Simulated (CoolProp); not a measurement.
Cyclohexane along the isotherm 346.85 °C: density (kg/m³) from the reference equation and from simpler models built on Tc = 280.5 °C, pc = 4.081 MPa, ω = 0.209; each cubic takes its own stable root.

The numbers come from the reference Helmholtz-energy equation of state, Zhou 2014 in CoolProp.

```csv
p (MPa),phase,reference,ideal gas,van der Waals,Soave-Redlich-Kwong,Peng-Robinson
0.408,gas,6.825,6.661,6.817,6.821,6.845
0.816,gas,14.00,13.32,13.97,13.99,14.08
1.22,gas,21.50,19.92,21.44,21.46,21.69
1.63,gas,29.57,26.61,29.46,29.47,29.90
2.04,gas,38.15,33.30,38.02,37.97,38.67
2.45,gas,47.33,40.00,47.19,47.03,48.08
2.86,gas,57.21,46.69,57.12,56.73,58.23
3.26,gas,67.62,53.22,67.70,66.89,68.93
3.67,gas,79.24,59.92,79.71,78.15,80.86
4.08,gas,92.00,66.61,93.24,90.38,93.91
4.49,supercritical,106.1,73.30,108.8,103.8,108.3
4.9,supercritical,121.9,80.00,127.3,118.4,124.1
5.3,supercritical,139.3,86.53,149.2,134.2,141.1
5.71,supercritical,159.3,93.22,176.1,151.8,160.2
6.12,supercritical,181.9,99.91,204.4,170.9,180.8
```
